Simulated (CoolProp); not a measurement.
Aqueous potassium formate as a coolant, 35 % by mass, freezing at -27.4 °C, 1 atm.

Computed with CoolProp (Melinder's fits for secondary coolants).

```
T (°C)  Prandtl number  viscosity (mPa s)  conductivity (W/(m K))  density (kg/m³)
------  --------------  -----------------  ----------------------  ---------------
-15.6             29.2               4.84                   0.487             1238
-11.4             24.9               4.16                   0.492             1237
-7.2              21.5               3.61                   0.497             1236
-3.1              18.8               3.18                   0.502             1234
1.1               16.5               2.82                   0.507             1233
5.3               14.7               2.52                   0.512             1231
9.5               13.1               2.28                   0.517             1229
13.6              11.9               2.07                   0.522             1228
17.8              10.8               1.90                   0.527             1226
22                9.87               1.75                   0.532             1224
26.2              9.07               1.62                   0.537             1223
30.3              8.38               1.50                   0.542             1221
34.5              7.75               1.40                   0.547             1219
38.7              7.19               1.31                   0.552             1217
```
